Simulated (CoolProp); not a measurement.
Vapour-liquid equilibrium of cyclohexane (1) + n-nonane (2) at 0.0239 MPa; x and y are mole fractions of (1).

Model: multi-fluid Helmholtz-energy mixture model, Zhou 2014 and Lemmon 2006; pair parameters Bell 2016, in CoolProp.

```json
[
 {"x": "0.05", "bubble temperature (K)": "367.3", "y at the bubble point": "0.320", "dew temperature at overall composition x (K)": "375.4", "liquid density (mol/L)": "5.238"},
 {"x": "0.125", "bubble temperature (K)": "356.7", "y at the bubble point": "0.582", "dew temperature at overall composition x (K)": "373.3", "liquid density (mol/L)": "5.476"},
 {"x": "0.2", "bubble temperature (K)": "348.8", "y at the bubble point": "0.722", "dew temperature at overall composition x (K)": "371.2", "liquid density (mol/L)": "5.710"},
 {"x": "0.275", "bubble temperature (K)": "342.6", "y at the bubble point": "0.806", "dew temperature at overall composition x (K)": "368.8", "liquid density (mol/L)": "5.948"},
 {"x": "0.35", "bubble temperature (K)": "337.6", "y at the bubble point": "0.861", "dew temperature at overall composition x (K)": "366.3", "liquid density (mol/L)": "6.193"},
 {"x": "0.425", "bubble temperature (K)": "333.2", "y at the bubble point": "0.899", "dew temperature at overall composition x (K)": "363.5", "liquid density (mol/L)": "6.448"},
 {"x": "0.5", "bubble temperature (K)": "329.5", "y at the bubble point": "0.926", "dew temperature at overall composition x (K)": "360.5", "liquid density (mol/L)": "6.718"},
 {"x": "0.575", "bubble temperature (K)": "326.1", "y at the bubble point": "0.947", "dew temperature at overall composition x (K)": "357.1", "liquid density (mol/L)": "7.003"},
 {"x": "0.65", "bubble temperature (K)": "323.1", "y at the bubble point": "0.962", "dew temperature at overall composition x (K)": "353.2", "liquid density (mol/L)": "7.306"},
 {"x": "0.725", "bubble temperature (K)": "320.4", "y at the bubble point": "0.975", "dew temperature at overall composition x (K)": "348.6", "liquid density (mol/L)": "7.630"},
 {"x": "0.8", "bubble temperature (K)": "317.9", "y at the bubble point": "0.984", "dew temperature at overall composition x (K)": "343.1", "liquid density (mol/L)": "7.977"},
 {"x": "0.875", "bubble temperature (K)": "315.7", "y at the bubble point": "0.991", "dew temperature at overall composition x (K)": "336.0", "liquid density (mol/L)": "8.349"},
 {"x": "0.95", "bubble temperature (K)": "313.6", "y at the bubble point": "0.997", "dew temperature at overall composition x (K)": "325.5", "liquid density (mol/L)": "8.750"}
]
```

No azeotrope shows between x = 0.05 and 0.95.

The pair parameters rest on a limited set of measurements; away from them the model extrapolates. The gap from Raoult's law changes sign with composition, which may be real or a fault of the pair parameters; it wasn't checked against measurements.
